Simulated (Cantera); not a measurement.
A Cantera script and what it prints.

```python
import numpy as np
import cantera as ct

gas_names = """
    C CH CH2 CH3 CH4 C2 C2H C2H2,acetylene C2H2,vinylidene C2H3,vinyl C2H4 C2H5 C2H6 C3 C3H3,propargyl
    C3H4,allene C3H4,propyne C3H4,cyclo- C3H5,allyl C3H6,propylene C3H6,cyclo- C3H7,n-propyl
    C3H7,i-propyl C3H8 C4 C4H2 C4H4,1,3-cyclo- C4H6,butadiene C4H6,2-butyne C4H6,cyclo- C4H8,1-butene
    C4H8,cis2-buten C4H8,tr2-butene C4H8,isobutene C4H8,cyclo- C4H9,n-butyl C4H9,i-butyl C4H9,s-butyl
    C4H9,t-butyl C4H10,isobutane C4H10,n-butane C5 C5H6,1,3cyclo- C5H8,cyclo- C5H10,1-pentene
    C5H10,cyclo- C5H11,pentyl C5H11,t-pentyl C5H12,n-pentane C5H12,i-pentane CH3C(CH3)2CH3 C6H2
    C6H5,phenyl C6H6 C6H10,cyclo- C6H12,1-hexene C6H12,cyclo- C6H13,n-hexyl C7H7,benzyl C7H8
    C7H14,1-heptene C7H15,n-heptyl C7H16,n-heptane C8H8,styrene C8H10,ethylbenz C8H16,1-octene
    C8H17,n-octyl C8H18,isooctane C8H18,n-octane C9H19,n-nonyl C10H8,naphthale C10H21,n-decyl
    C12H9,o-bipheny C12H10,bipheny H H2 Ti
""".split()
cond_names = """
    C(gr) C6H6(L) C7H8(L) C8H18(L),n-octa Ti(a) Ti(b) Ti(L) TiC(s) TiC(L)
""".split()


def load(file, names, dense=False):
    # The tables refer to 1 bar. Condensed volumes are neglected.
    table = {s.name: s for s in ct.Species.list_from_file(file)}
    out = []
    for n in names:
        d = dict(table[n].input_data)
        d["thermo"] = dict(d["thermo"], **{"reference-pressure": 1e5})
        if dense:
            d["equation-of-state"] = {"model": "constant-volume", "density": "1e6 g/cm^3"}
        out.append(ct.Species.from_dict(d))
    return out


gas = ct.Solution(thermo="ideal-gas", species=load("nasa_gas.yaml", gas_names))
cond = {s.name: ct.Solution(thermo="fixed-stoichiometry", species=[s], name=s.name)
        for s in load("nasa_condensed.yaml", cond_names, dense=True)}
atoms = {
    'Ti': {'Ti': 1},
    'CH4': {'C': 1, 'H': 4},
    'H2': {'H': 2},
}
top_T = {'C(gr)': 4500}  # K; cautious upper limits of use, not melting points


def equilibrate(T, P, feed):
    n = {}
    for name, mol in feed.items():
        for a, k in atoms[name].items():
            n[a] = n.get(a, 0.0) + k * mol
    gas.TPX = T, P, n
    mass = sum(n.values()) * gas.mean_molecular_weight
    gas.equilibrate("TP")
    valid = [c for c in cond.values() if c.min_temp <= T <= top_T.get(c.name, c.max_temp)]
    mix = ct.Mixture([(gas, mass / gas.mean_molecular_weight)] + [(c, 0.0) for c in valid])
    mix.T, mix.P = T, P
    mix.equilibrate("TP", solver="vcs", rtol=1e-11, max_steps=5000)
    return mix


results = []
feed = {'Ti': 1, 'CH4': 1.2, 'H2': 1.2}  # mol
P = 1333.22  # Pa
for T in [1598, 1673, 1748, 1823, 1898, 1973, 2048, 2123, 2198, 2273]:
    mix = equilibrate(T, P, feed)
    results.append((T, P, feed, dict(zip(mix.species_names, mix.species_moles))))

top = {s: max(r[3][s] / sum(r[3][g] for g in gas_names) for r in results) for s in gas_names}
cols = sorted((s for s in top if top[s] > 0.001), key=lambda s: -top[s])[:8]
seen = [c for c in cond_names if any(r[3].get(c, 0) > 1e-12 for r in results)]
print("log10 of partial pressures in bar; condensed amounts in mol")
print(f"{'T/K':>10s}" + "".join(f"{s[:9]:>10s}" for s in cols + seen))
for T, P, feed, n in results:
    ng = sum(n[g] for g in gas_names)
    print(f"{T:10.4g}" + "".join(f"{np.log10(max(n[s] / ng * P / 1e5, 1e-99)):10.3f}" for s in cols)
          + "".join(f"{n.get(c, 0):10.4g}" for c in seen))
```

Output:

```
log10 of partial pressures in bar; condensed amounts in mol
       T/K        H2         H C2H2,acet     C(gr)    TiC(s)
      1598    -1.875    -5.212    -6.445    0.1997         1
      1673    -1.876    -4.881    -6.120    0.1995         1
      1748    -1.876    -4.579    -5.823    0.1991         1
      1823    -1.877    -4.302    -5.552    0.1984         1
      1898    -1.878    -4.046    -5.303    0.1973         1
      1973    -1.880    -3.810    -5.074    0.1954         1
      2048    -1.884    -3.592    -4.863    0.1925         1
      2123    -1.889    -3.390    -4.670    0.1882         1
      2198    -1.897    -3.203    -4.493    0.1821         1
      2273    -1.908    -3.030    -4.332    0.1738         1
```

Method: chemical equilibrium by Gibbs-energy minimisation in Cantera with the NASA 1993 tables (ideal gas, pure condensed phases). TiC: taken at fixed stoichiometry.
